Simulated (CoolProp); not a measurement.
The numbers come from the reference Helmholtz-energy equation of state, Younglove 1994 in CoolProp. It is a modified Benedict-Webb-Rubin equation, recast in Helmholtz form.

### Question
For R123, give the phase and the cp (kJ/(kg K)), speed of sound (m/s) at 490 K and 0.915 MPa.

### Answer
- 490 K and 0.915 MPa: gas; cp 0.893, speed of sound 159
